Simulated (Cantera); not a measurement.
Charge: 1 mol Ti(OiPr)4, 3.1 mol CH4, at 1925 K and 1.00 bar.

Method: chemical equilibrium by Gibbs-energy minimisation in Cantera with the NASA 1993 tables (ideal gas, pure condensed phases). Candidate condensed phases: C, C6H6, C7H8, C8H18, H2O, Ti, TiC, TiO, TiO2, Ti2O3, Ti3O5, Ti4O7; 113 gas species. The feed counts by its element totals alone. TiC: taken at fixed stoichiometry. The numbers say what is thermodynamically allowed, not how fast it happens.

Base state: H2 0.833, CO 0.165, H 0.000873, C2H2 (acetylene) 0.000381, CH4 0.000363, H2O 2.20e-5 (mole fractions); condensed: C(graphite) + TiC(s).

**Question.** What changes in the equilibrium state with this change: temperature from 1925 K to 2273 K?

**Answer.** 
```json
[
 {"species": "H2", "before": "0.833", "after": "0.824"},
 {"species": "CO", "before": "0.165", "after": "0.165"},
 {"species": "H", "before": "0.000873", "after": "0.00763"},
 {"species": "C2H2 (acetylene)", "before": "0.000381", "after": "0.00311"},
 {"species": "H2O", "before": "2.20e-5", "after": "6.15e-6"},
 {"species": "CH3", "before": "7.59e-6", "after": "2.68e-5"},
 {"species": "C(graphite), mol", "before": "10.1", "after": "9.94"},
 {"species": "TiC(s), mol", "before": "1.00", "after": "1.000"}
]
```
